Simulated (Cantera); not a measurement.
What does this Cantera script print?

```python
import numpy as np
import cantera as ct

gas_names = """
    F F2 H HF H2 H2F2 H3F3 H4F4 H5F5 H6F6 H7F7 N NF NF2 NF3 NH NH2 NH3 N2 N2H2 N2H4 Si SiF SiF2 SiF3
    SiF4 SiH SiHF3 SiH2 SiH2F2 SiH3 SiH3F SiH4 SiN Si2 Si2N Si3
""".split()
cond_names = """
    Si(cr) Si(L) Si3N4(a)
""".split()


# ... load() reads the species with a 1 bar reference pressure and builds the phases ...
atoms = {
    'SiF4': {'Si': 1, 'F': 4},
    'NH3': {'N': 1, 'H': 3},
    'N2': {'N': 2},
}
top_T = {'Si3N4(a)': 2400}  # K; cautious upper limits of use, not melting points


# ... equilibrate(T, P, feed) seeds the gas with the atoms and calls Mixture.equilibrate('TP', solver="vcs", rtol=1e-11, max_steps=5000) ...
results = []
T = 1473.15  # K
P = 100000  # Pa
for m in [0.14, 0.21, 0.31, 0.47, 0.7, 1.1, 1.6, 2.4, 3.6, 5.4]:
    feed = {'SiF4': 1, 'NH3': m, 'N2': 69}  # mol
    mix = equilibrate(T, P, feed)
    results.append((T, P, feed, dict(zip(mix.species_names, mix.species_moles))))

top = {s: max(r[3][s] / sum(r[3][g] for g in gas_names) for r in results) for s in gas_names}
cols = sorted((s for s in top if top[s] > 1e-05), key=lambda s: -top[s])[:8]
seen = [c for c in cond_names if any(r[3].get(c, 0) > 1e-12 for r in results)]
print("log10 of partial pressures in bar; condensed amounts in mol")
print(f"{'n(NH3)':>10s}" + "".join(f"{s[:9]:>10s}" for s in cols + seen))
for T, P, feed, n in results:
    ng = sum(n[g] for g in gas_names)
    print(f"{feed['NH3']:10.4g}" + "".join(f"{np.log10(max(n[s] / ng * P / 1e5, 1e-99)):10.3f}" for s in cols)
          + "".join(f"{n.get(c, 0):10.4g}" for c in seen))
```

It prints:

```
log10 of partial pressures in bar; condensed amounts in mol
    n(NH3)        N2        H2      SiF4        HF      SiF3     SiHF3      SiF2  Si3N4(a)
      0.14    -0.008    -2.560    -1.860    -3.368    -3.420    -4.446    -5.205         0
      0.21    -0.008    -2.376    -1.862    -3.319    -3.381    -4.314    -5.123         0
      0.31    -0.009    -2.202    -1.865    -3.271    -3.344    -4.191    -5.047         0
      0.47    -0.011    -2.018    -1.870    -3.220    -3.307    -4.062    -4.968         0
       0.7    -0.013    -1.845    -1.874    -3.146    -3.300    -3.968    -4.949 0.0004878
       1.1    -0.016    -1.651    -1.881    -3.051    -3.304    -3.875    -4.951  0.001417
       1.6    -0.021    -1.493    -1.889    -2.975    -3.310    -3.802    -4.954  0.002364
       2.4    -0.028    -1.324    -1.902    -2.895    -3.318    -3.726    -4.958  0.003614
       3.6    -0.038    -1.161    -1.919    -2.819    -3.329    -3.655    -4.963  0.005154
       5.4    -0.052    -1.004    -1.943    -2.749    -3.345    -3.592    -4.971  0.007059
```

These are equilibrium values from Cantera (NASA tables, ideal gas, pure condensed phases), not measurements of a reactor. The tables' values for SiF3, SiF2 are old estimates; treat these amounts as uncertain.
